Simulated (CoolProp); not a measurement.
Saturation properties of R1336mzz(Z) (Tc = 444.5 K, pc = 2.904 MPa, ω = 0.386).

Values from CoolProp's reference Helmholtz-energy equation of state, McLinden 2020.

```tsv
T (K)	p (MPa)	liquid density (kg/m³)	vapour density (kg/m³)	enthalpy of vaporisation (kJ/kg)	liquid cp (kJ/(kg K))
220.8	0.0009135	1551	0.08176	?	1.056
227.8	0.001583	1535	0.1375	198.4	1.072
234.7	0.002618	?	0.2209	195.5	1.088
241.6	0.004181	1503	?	192.6	1.103
248.6	0.006509	1487	0.5204	189.7	?
255.5	0.009781	1471	0.7628	186.9	1.132
262.5	0.01440	1454	1.096	184.0	1.147
269.4	0.02057	1437	1.533	181.1	?
276.3	?	1420	2.100	178.1	1.176
283.3	0.03962	1403	2.836	175.1	?
290.2	0.05332	1385	3.751	172.1	1.204
```

Fill in the missing entries.


- 220.8, enthalpy of vaporisation (kJ/kg): 201.3
- 234.7, liquid density (kg/m³): 1519
- 241.6, vapour density (kg/m³): 0.3433
- 248.6, liquid cp (kJ/(kg K)): 1.118
- 269.4, liquid cp (kJ/(kg K)): 1.161
- 276.3, p (MPa): 0.02877
- 283.3, liquid cp (kJ/(kg K)): 1.190

It boils at 306.6 K under 1 atm.
